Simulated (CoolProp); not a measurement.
Decamethylcyclopentasiloxane (D5) along the isobar 2.91 bar: density (kg/m³) from the reference equation and from simpler models built on Tc = 618.3 K, pc = 10.78 bar, ω = 0.631; each cubic takes its own stable root.

The numbers come from the reference Helmholtz-energy equation of state, Thol 2019 in CoolProp.

```csv
T (K),phase,reference,ideal gas,van der Waals,Redlich-Kwong,Soave-Redlich-Kwong,Peng-Robinson
554,gas,28.17,23.42,26.50,27.24,27.87,28.24
562.3,gas,27.39,23.08,25.97,26.63,27.13,27.48
570.5,gas,26.68,22.75,25.48,26.06,26.46,26.79
578.8,gas,26.01,22.42,25.00,25.52,25.82,26.13
587,gas,25.40,22.11,24.54,25.01,25.22,25.53
595.3,gas,24.83,21.80,24.10,24.52,24.66,24.96
603.5,gas,24.29,21.50,23.68,24.05,24.14,24.42
611.8,gas,23.79,21.21,23.28,23.61,23.64,23.91
620,gas,23.32,20.93,22.89,23.19,23.18,23.44
```
